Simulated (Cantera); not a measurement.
Input: 1 mol SiCl4, 2.1 mol HCl, 2.8 mol H2, 2.6 mol Cl2, equilibrated at 1273.15 K and 0.770 bar.

These are equilibrium values from Cantera (NASA tables, ideal gas, pure condensed phases), not measurements of a reactor. Candidate condensed phases: Si; 19 gas species. The tables' values for SiCl3 are old estimates; treat these amounts as uncertain. Kinetics and transport are ignored.

Base state: HCl 0.859, SiCl4 0.117, H2 0.0233, SiCl3 0.000257, SiHCl3 0.000127 (mole fractions); condensed: gas only.

### Question
What changes in the equilibrium state with this change: H2 from 2.8 to 0.39 mol?

### Answer
```csv
species,before,after
HCl,0.859,0.471
Cl2,1.24e-7,0.358
SiCl4,0.117,0.164
H2,0.0233,2.42e-9
SiHCl3,0.000127,<1e-9
Cl,3.90e-6,0.00663
```

### Question
What changes in the equilibrium state with this change: Cl2 from 2.6 to 0.56 mol?

### Answer
```json
[
 {"species": "HCl", "before": "0.859", "after": "0.504"},
 {"species": "H2", "before": "0.0233", "after": "0.341"},
 {"species": "SiCl4", "before": "0.117", "after": "0.148"},
 {"species": "SiH2Cl2", "before": "1.90e-8", "after": "1.50e-5"},
 {"species": "SiCl2", "before": "3.70e-6", "after": "0.000199"},
 {"species": "SiHCl3", "before": "0.000127", "after": "0.00401"}
]
```

### Question
What changes in the equilibrium state with this change: H2 from 2.8 to 7.9 mol?

### Answer
| species | before | after |
|---|---|---|
| HCl | 0.859 | 0.540 |
| H2 | 0.0233 | 0.387 |
| SiCl4 | 0.117 | 0.0704 |
| SiCl2 | 3.70e-6 | 9.35e-5 |
| SiHCl3 | 0.000127 | 0.00202 |
| SiCl3 | 0.000257 | 0.00100 |
